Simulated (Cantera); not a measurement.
A counterflow diffusion flame at 518 Torr, nozzles 20 mm apart: fuel side H2 : N2 = 1 : 0.52 (molar parts) at 600 K, oxidiser side O2 : N2 = 0.26 : 0.74 (molar parts) at 800 K, fuel mass flux 0.74 times the oxidiser's; mixture-averaged transport, no radiation.

Detailed kinetics in Cantera: the H2/O2 subset of GRI-Mech 3.0, which has no nitrogen chemistry. The maximum strain rate includes the flame's own expansion and is several times the mean.

x: mole fraction; the columns are a selection and need not sum to one.

```
oxidiser flux (kg/m²/s)  max strain (1/s)  mean strain (1/s)  T max (K)  peak x OH  peak x H  peak x H2O  peak x HO2
-----------------------  ----------------  -----------------  ---------  ---------  --------  ----------  ----------
0.41                                  549                169       2455     0.0271    0.0229       0.286     3.35e-5
0.56                                  730                230       2407     0.0272    0.0254       0.283     4.05e-5
0.76                                    …                312       2350     0.0270         …       0.280           …
1                                    1250                411       2300     0.0267    0.0305       0.277     5.58e-5
1.4                                  1710                576       2232     0.0261    0.0340       0.273     6.52e-5
1.9                                     …                781       2167     0.0253    0.0371       0.271           …
2.5                                  2950               1030       2111     0.0244    0.0402       0.268     8.14e-5
3.4                                  3930               1400       2049     0.0236    0.0437       0.264     8.97e-5
4.6                                  5230               1890       1984     0.0224    0.0472       0.261     9.87e-5
6.2                                  6920               2550       1918     0.0211    0.0507       0.257    0.000107
```

Question: Fill in the missing entries.

Answer: 
- 0.76, max strain (1/s): 967
- 0.76, peak x H: 0.0279
- 0.76, peak x HO2: 4.82e-5
- 1.9, max strain (1/s): 2280
- 1.9, peak x HO2: 7.40e-5
